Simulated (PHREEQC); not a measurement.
**Acid mine or pickling water: speciation**

A made-up water analysis in mmol/kgw, 60 °C, pH 3.54, pe 9.9:

| constituent | mmol/kgw |
|---|---|
| Na | 1.14 |
| K | 0.15 |
| Ca | 2.06 |
| Mg | 0.179 |
| Cl | 0.438 |
| S(6) | 3.25 |
| Zn | 0.162 |
| B | 0.0008 |
| Mn(2) | 0.00268 |
| Al | 0.141 |
| Si | 0.0883 |

Valence states are taken as typed.

Model: ion-association model, phreeqc.dat, run in PHREEQC.

Precipitation was switched off in this run.

**Question.** Predict the ionic strength, specific conductance, charge-balance error.

**Answer.** ionic strength 0.0101 mol/kgw; specific conductance 1420 µS/cm; charge-balance error 0.1 %.

**Question.** In which forms is Mg present?

**Answer.** Mg+2 64 %, MgSO4 36 % of the Mg.

Complexes and solids missing from the database can't appear. Constants without temperature data keep their 25 °C values here.
